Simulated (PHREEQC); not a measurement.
A column of 0.1 m (30 cells, dispersivity 0.0035 m, 720 s a shift, diffusion coefficient 3e-10 m²/s) holds 0.0088 eq of the database's cation exchanger X per kg of pore water, first in equilibrium with 0.00055 mol MgCl2, 0.00037 mol PbCl2 and 1e-05 mol HCl per kg of water. It is flushed with 3.1 mmol/kgw CdCl2, 5.3 mmol/kgw KCl and 0.01 mmol/kgw HCl, at 40 °C. Values are for the last cell. The system is closed to CO2. Precipitation was switched off in this run.

Base run: PHREEQC, ion-association model, phreeqc.dat. Each further column changes one thing. The table gives K in solution (mol/kgw).

```
pore volumes      base  exchange capacity from 0.0088 to 0.0044 eq/kgw  dispersivity from 0.0035 to 0.007 m
------------  --------  ----------------------------------------------  -----------------------------------
0                    0                                               0                                    0
0.2833        5.18e-14                                        3.54e-12                              5.32e-9
0.6833         4.71e-5                                        0.000154                             0.000269
0.95          0.000901                                         0.00152                              0.00139
1.217          0.00258                                         0.00338                              0.00274
1.617          0.00429                                         0.00479                              0.00411
1.883          0.00478                                         0.00509                              0.00460
2.15           0.00501                                         0.00520                              0.00488
2.417          0.00513                                         0.00525                              0.00503
2.817          0.00520                                         0.00528                              0.00516
3.083          0.00523                                         0.00529                              0.00520
3.35           0.00525                                         0.00529                              0.00523
3.75           0.00527                                         0.00530                              0.00525
4.017          0.00528                                         0.00530                              0.00527
```

Away from 25 °C the constants follow the database's enthalpies or fits; those with neither stay at their 25 °C values.
